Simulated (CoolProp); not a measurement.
The numbers come from the reference Helmholtz-energy equation of state, Thol 2019 in CoolProp.

### Question
For n-hexane, give the phase and the cp (kJ/(kg K)), speed of sound (m/s) at 433.3 K and 0.101 MPa.

### Answer
- 433.3 K and 0.101 MPa: gas; cp 2.29, speed of sound 205
